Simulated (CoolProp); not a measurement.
Vapour pressure (kPa) of CF4 (R14): the reference equation beside estimates from Tc = 227.4 K, pc = 3762 kPa, ω = 0.178.

The numbers come from the reference Helmholtz-energy equation of state, Platzer 1990 in CoolProp. This equation is an older, rougher fit; its heat capacities, sound speeds and derivatives of the liquid may be far off and weren't checked against measurements.

```
T (K)  reference  van der Waals  Peng-Robinson
-----  ---------  -------------  -------------
161.5      282.1          811.7          283.4
165.3      346.4          911.8          347.9
169        419.1           1017          421.0
172.8      505.0            ___          507.4
176.5        ___           1252          603.7
180.3        ___            ___          716.3
184        835.0           1520          840.2
187.8      976.6           1668          983.4
191.5        ___           1821           1140
195.3       1307           1987           1318
199         1498            ___           1511
202.8       1714           2341           1730
206.5       1946           2529           1965
210.3       2208            ___           2231
```

Question: Complete the blanks.

Answer: 
- 172.8, van der Waals: 1132
- 176.5, reference: 600.7
- 180.3, reference: 712.3
- 180.3, van der Waals: 1384
- 191.5, reference: 1131
- 199, van der Waals: 2157
- 210.3, van der Waals: 2731

Absolute difference from the reference over all 14 rows, mean and median: van der Waals 87.2 and 76.4 %, Peng-Robinson 0.7 and 0.7 %.
